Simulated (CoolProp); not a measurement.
c-C4F8 (RC318) at 298.15 K and 0.0464 MPa is compressed adiabatically to 0.304 MPa with isentropic efficiency 0.75. Each further row changes one setting.

The numbers come from the reference Helmholtz-energy equation of state, Platzer 1990 in CoolProp. This equation is an older, rougher fit.

```tsv
case	work (kJ/kg)	final temperature (K)	final density (kg/m³)
as stated	___	339.8	___
efficiency 1	23.7	___	23.7
efficiency 0.65	___	345.4	___
```

Complete the blanks.


- as stated, work (kJ/kg): 31.6
- as stated, final density (kg/m³): 22.9
- efficiency 1, final temperature (K): 330.6
- efficiency 0.65, work (kJ/kg): 36.5
- efficiency 0.65, final density (kg/m³): 22.4
